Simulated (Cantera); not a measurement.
A diamond (100) surface in a fixed gas of H2 with x(CH4) = 0.014, x(H) = 0.0029, x(CH3) = 0.00075, 2300 Pa; coverages are run to steady state.

Computed with Cantera and the Harris–Goodwin 1993 mechanism for the reconstructed diamond (100) surface.

θ: site fractions in the mechanism's names (c6HH fully hydrogenated, c6H* and c6*H radical sites, c6** diradical, c6HM methylated).

```json
[
 {"T (K)": "900", "growth (µm/h)": "?", "θ c6HH": "0.549", "θ c6H*": "0.00826", "θ c6*H": "0.231", "θ c6**": "0.00323", "θ c6HM": "0.168"},
 {"T (K)": "975", "growth (µm/h)": "?", "θ c6HH": "0.523", "θ c6H*": "0.0135", "θ c6*H": "0.298", "θ c6**": "0.00631", "θ c6HM": "0.119"},
 {"T (K)": "1050", "growth (µm/h)": "?", "θ c6HH": "0.501", "θ c6H*": "0.0206", "θ c6*H": "0.368", "θ c6**": "0.0112", "θ c6HM": "0.0684"},
 {"T (K)": "1125", "growth (µm/h)": "?", "θ c6HH": "0.478", "θ c6H*": "0.0291", "θ c6*H": "0.436", "θ c6**": "0.0181", "θ c6HM": "0.0239"},
 {"T (K)": "1200", "growth (µm/h)": "?", "θ c6HH": "0.442", "θ c6H*": "0.0377", "θ c6*H": "0.482", "θ c6**": "0.0261", "θ c6HM": "0.00570"},
 {"T (K)": "1275", "growth (µm/h)": "2.20", "θ c6HH": "0.404", "θ c6H*": "0.0457", "θ c6*H": "0.510", "θ c6**": "0.0346", "θ c6HM": "0.00126"},
 {"T (K)": "1350", "growth (µm/h)": "2.13", "θ c6HH": "0.372", "θ c6H*": "0.0535", "θ c6*H": "0.527", "θ c6**": "0.0435", "θ c6HM": "0.000280"}
]
```

Task: What belongs in the gaps?

Result: 
- 900, growth (µm/h): 4.15
- 975, growth (µm/h): 6.18
- 1050, growth (µm/h): 6.80
- 1125, growth (µm/h): 4.53
- 1200, growth (µm/h): 2.60
